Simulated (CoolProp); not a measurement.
Saturated liquid density (kg/m³) of tetradecamethylhexasiloxane (MD4M): the reference equation beside estimates from Tc = 653.2 K, pc = 0.8286 MPa, ω = 0.800.

Values from CoolProp's reference Helmholtz-energy equation of state, Thol 2019.

```tsv
T (K)	reference	Redlich-Kwong	Peng-Robinson
441.7	744.0	?	743.3
457.3	727.3	579.4	?
472.9	?	564.2	714.8
488.5	692.4	548.3	698.5
504.1	674.0	531.3	680.6
519.7	654.8	513.4	660.9
535.3	634.6	494.2	638.9
550.9	613.2	473.7	614.4
566.5	590.0	451.5	?
582.1	564.6	427.2	554.9
597.7	535.9	400.1	?
613.3	502.0	369.3	473.8
```

### Question
Fill in the missing entries.

### Answer

- 441.7, Redlich-Kwong: 593.8
- 457.3, Peng-Robinson: 729.7
- 472.9, reference: 710.1
- 566.5, Peng-Robinson: 586.6
- 597.7, Peng-Robinson: 517.9

Absolute difference from the reference over all 12 rows, mean and median: Redlich-Kwong 22.4 and 21.9 %, Peng-Robinson 1.3 and 0.8 %.
